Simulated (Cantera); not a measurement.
**TiCl4 + C3H8 + H2 (titanium nitride, carbide and oxide coatings)**

Charge: 1 mol TiCl4, 0.38 mol C3H8, 1 mol H2, equilibrated at 0.00110 bar.

These are equilibrium values from Cantera (NASA tables, ideal gas, pure condensed phases), not measurements of a reactor. Candidate condensed phases: C, C6H6, C7H8, C8H18, Ti, TiC, TiCl2, TiCl3, TiCl4; 96 gas species. The tables' values for TiCl2 are old estimates; treat these amounts as uncertain. TiC: taken at fixed stoichiometry. The numbers say what is thermodynamically allowed, not how fast it happens.

From 1350 K to 2000 K the condensed part is C(graphite) + TiC(s). The main Ti-bearing gas is TiCl3 throughout. The share of Ti in condensed phases is highest at 2000 K (88.5 %) and lowest at 1350 K (66.9 %).

```csv
T (K),log p HCl,log p H2,log p Cl,log p TiCl3,log p TiCl4,log p H,n C(graphite),n TiC(s)
1350,-3.13,-3.56,-7.05,-4.23,-4.60,-7.41,0.471,0.669
1400,-3.11,-3.59,-6.71,-4.24,-4.75,-7.11,0.439,0.701
1450,-3.10,-3.62,-6.41,-4.26,-4.90,-6.83,0.411,0.729
1500,-3.09,-3.64,-6.12,-4.28,-5.06,-6.58,0.387,0.753
1550,-3.08,-3.66,-5.85,-4.31,-5.21,-6.33,0.366,0.774
1600,-3.08,-3.68,-5.61,-4.34,-5.35,-6.10,0.348,0.792
1650,-3.07,-3.69,-5.37,-4.37,-5.50,-5.89,0.332,0.808
1700,-3.07,-3.71,-5.16,-4.41,-5.64,-5.68,0.317,0.823
1750,-3.07,-3.72,-4.96,-4.45,-5.79,-5.49,0.305,0.835
1800,-3.07,-3.73,-4.77,-4.50,-5.93,-5.31,0.293,0.847
1850,-3.07,-3.73,-4.59,-4.55,-6.08,-5.14,0.283,0.857
1900,-3.08,-3.74,-4.43,-4.62,-6.24,-4.97,0.273,0.867
1950,-3.09,-3.74,-4.28,-4.69,-6.41,-4.81,0.263,0.876
2000,-3.10,-3.74,-4.15,-4.78,-6.59,-4.66,0.254,0.885
```
log p: log10 of the partial pressure in bar; n: condensed amount in mol.
